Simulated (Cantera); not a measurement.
Cantera run:

```python
import numpy as np
import cantera as ct

gas_names = """
    Br Br2 H HBr H2 Si SiBr SiBr2 SiBr3 SiBr4 SiH SiHBr3 SiH2 SiH2Br2 SiH3 SiH3Br SiH4 Si2 Si3
""".split()
cond_names = """
    Br2(cr) Br2(L) Si(cr) Si(L)
""".split()


# ... load() reads the species with a 1 bar reference pressure and builds the phases ...
atoms = {
    'Si': {'Si': 1},
    'Br2': {'Br': 2},
    'H2': {'H': 2},
}
top_T = {}  # K; cautious upper limits of use, not melting points


# ... equilibrate(T, P, feed) seeds the gas with the atoms and calls Mixture.equilibrate('TP', solver="vcs", rtol=1e-11, max_steps=5000) ...
results = []
feed = {'Si': 1, 'Br2': 2.2, 'H2': 98}  # mol
P = 10000  # Pa
for T in [800, 850, 900, 950, 1000, 1050, 1100, 1150, 1200]:
    mix = equilibrate(T, P, feed)
    results.append((T, P, feed, dict(zip(mix.species_names, mix.species_moles))))

top = {s: max(r[3][s] / sum(r[3][g] for g in gas_names) for r in results) for s in gas_names}
cols = sorted((s for s in top if top[s] > 1e-06), key=lambda s: -top[s])[:5]
seen = [c for c in cond_names if any(r[3].get(c, 0) > 1e-12 for r in results)]
print("log10 of partial pressures in bar; condensed amounts in mol")
print(f"{'T/K':>10s}" + "".join(f"{s[:9]:>10s}" for s in cols + seen))
for T, P, feed, n in results:
    ng = sum(n[g] for g in gas_names)
    print(f"{T:10.4g}" + "".join(f"{np.log10(max(n[s] / ng * P / 1e5, 1e-99)):10.3f}" for s in cols)
          + "".join(f"{n.get(c, 0):10.4g}" for c in seen))
```

Result:

```
log10 of partial pressures in bar; condensed amounts in mol
       T/K        H2       HBr     SiBr4     SiBr2    SiHBr3    Si(cr)
       800    -1.007    -3.300    -3.039    -6.649    -4.049         0
       850    -1.007    -3.246    -3.067    -5.704    -3.861         0
       900    -1.008    -3.050    -3.113    -5.184    -3.864    0.0773
       950    -1.009    -2.871    -3.182    -4.758    -3.901    0.1872
      1000    -1.011    -2.721    -3.287    -4.398    -3.966    0.3183
      1050    -1.013    -2.602    -3.444    -4.103    -4.072    0.4555
      1100    -1.015    -2.515    -3.674    -3.880    -4.234    0.5751
      1150    -1.017    -2.462    -3.987    -3.730    -4.459    0.6552
      1200    -1.018    -2.436    -4.367    -3.639    -4.735    0.6923
```

Method: chemical equilibrium by Gibbs-energy minimisation in Cantera with the NASA 1993 tables (ideal gas, pure condensed phases). The tables' values for SiBr3 are old estimates; treat these amounts as uncertain.
